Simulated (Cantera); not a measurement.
## Adiabatic ignition

An adiabatic, constant-volume homogeneous reactor starts with H2 : O2 : N2 = 1 : 0.227 : 0.855 (molar parts), equivalence ratio 2.2, at 1000 K and 5.00 bar.

Cantera simulation using the H2/O2 subset of GRI-Mech 3.0, which has no nitrogen chemistry; the numbers are that mechanism's predictions, not measurements. The hydrogen kinetics of GRI-Mech 3.0 are dated; newer H2 mechanisms differ, most at raised pressure.

```json
[
 {"t (s)": "9.00e-6", "T (K)": "1000", "P (bar)": "5.00", "x H2": "0.480", "x O2": "0.109", "x H2O2": "3.11e-11", "x O": "6.03e-12", "x H": "1.14e-10", "x H2O": "5.89e-10", "x HO2": "3.90e-9"},
 {"t (s)": "2.55e-5", "T (K)": "1000", "P (bar)": "5.00", "x H2": "0.480", "x O2": "0.109", "x H2O2": "2.64e-10", "x O": "6.46e-12", "x H": "1.22e-10", "x H2O": "1.83e-9", "x HO2": "1.14e-8"},
 {"t (s)": "7.22e-5", "T (K)": "1000", "P (bar)": "5.00", "x H2": "0.480", "x O2": "0.109", "x H2O2": "2.16e-9", "x O": "7.76e-12", "x H": "1.47e-10", "x H2O": "5.90e-9", "x HO2": "3.33e-8"},
 {"t (s)": "0.000205", "T (K)": "1000", "P (bar)": "5.00", "x H2": "0.480", "x O2": "0.109", "x H2O2": "1.77e-8", "x O": "1.21e-11", "x H": "2.29e-10", "x H2O": "2.30e-8", "x HO2": "1.01e-7"},
 {"t (s)": "0.000580", "T (K)": "1000", "P (bar)": "5.00", "x H2": "0.480", "x O2": "0.109", "x H2O2": "1.57e-7", "x O": "3.20e-11", "x H": "6.05e-10", "x H2O": "1.50e-7", "x HO2": "3.66e-7"},
 {"t (s)": "0.00164", "T (K)": "1000", "P (bar)": "5.00", "x H2": "0.480", "x O2": "0.109", "x H2O2": "2.36e-6", "x O": "2.53e-10", "x H": "4.79e-9", "x H2O": "2.71e-6", "x HO2": "2.91e-6"},
 {"t (s)": "0.00466", "T (K)": "1003", "P (bar)": "5.02", "x H2": "0.480", "x O2": "0.109", "x H2O2": "0.000124", "x O": "7.31e-9", "x H": "1.36e-7", "x H2O": "0.000268", "x HO2": "3.64e-5"},
 {"t (s)": "0.0132", "T (K)": "2834", "P (bar)": "12.7", "x H2": "0.287", "x O2": "3.41e-5", "x H2O2": "6.63e-8", "x O": "0.000102", "x H": "0.0139", "x H2O": "0.239", "x HO2": "1.29e-7"},
 {"t (s)": "0.0374", "T (K)": "2834", "P (bar)": "12.7", "x H2": "0.287", "x O2": "3.41e-5", "x H2O2": "6.63e-8", "x O": "0.000102", "x H": "0.0139", "x H2O": "0.239", "x HO2": "1.29e-7"},
 {"t (s)": "0.106", "T (K)": "2834", "P (bar)": "12.7", "x H2": "0.287", "x O2": "3.41e-5", "x H2O2": "6.63e-8", "x O": "0.000102", "x H": "0.0139", "x H2O": "0.239", "x HO2": "1.29e-7"},
 {"t (s)": "0.300", "T (K)": "2834", "P (bar)": "12.7", "x H2": "0.287", "x O2": "3.41e-5", "x H2O2": "6.63e-8", "x O": "0.000102", "x H": "0.0139", "x H2O": "0.239", "x HO2": "1.29e-7"}
]
```
x: mole fraction; the columns are a selection and need not sum to one.

time of steepest temperature rise: 7.59 ms
temperature at 0.300 s: 2834 K
equilibrium temperature: 2834 K
x(H2) at 0.300 s: 0.287 (gas-phase equilibrium 0.287)
x(O2) at 0.300 s: 3.41e-5 (gas-phase equilibrium 3.41e-5)
x(H2O2) at 0.300 s: 6.63e-8 (gas-phase equilibrium 6.63e-8)
